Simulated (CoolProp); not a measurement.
Vapour-liquid equilibrium of p-xylene (1) + n-undecane (2) at 457.1 K; x and y are mole fractions of (1).

The numbers come from the multi-fluid Helmholtz-energy mixture model, Zhou 2012 and Aleksandrov 2011; pair parameters Bell 2016 in CoolProp.

| x | bubble pressure, mixture model (kPa) | bubble pressure, Raoult's law (kPa) | y, mixture model | y, Raoult's law |
|---|---|---|---|---|
| 0.05 | 84.92 | 86.29 | 0.153 | 0.173 |
| 0.15 | … | 108.6 | 0.379 | 0.412 |
| 0.25 | 125.7 | 131.0 | 0.537 | 0.570 |
| 0.35 | 147.1 | 153.3 | 0.653 | 0.682 |
| 0.45 | 169.0 | 175.7 | 0.742 | 0.765 |
| 0.55 | 191.5 | 198.0 | 0.812 | 0.829 |
| 0.65 | 214.5 | 220.4 | 0.868 | 0.881 |
| 0.75 | … | 242.7 | … | 0.923 |
| 0.85 | 262.1 | 265.1 | 0.954 | 0.957 |
| 0.95 | 286.4 | 287.4 | 0.986 | 0.987 |

Question: Complete the blanks.

Answer: 
- 0.15, bubble pressure, mixture model (kPa): 105.0
- 0.75, bubble pressure, mixture model (kPa): 238.1
- 0.75, y, mixture model: 0.915

The largest gap from Raoult's law is -4.0 % in bubble pressure, at x = 0.35. No azeotrope shows between x = 0.05 and 0.95.

Pair parameters are fitted to limited data, so mixtures are less certain than the pure fluids.
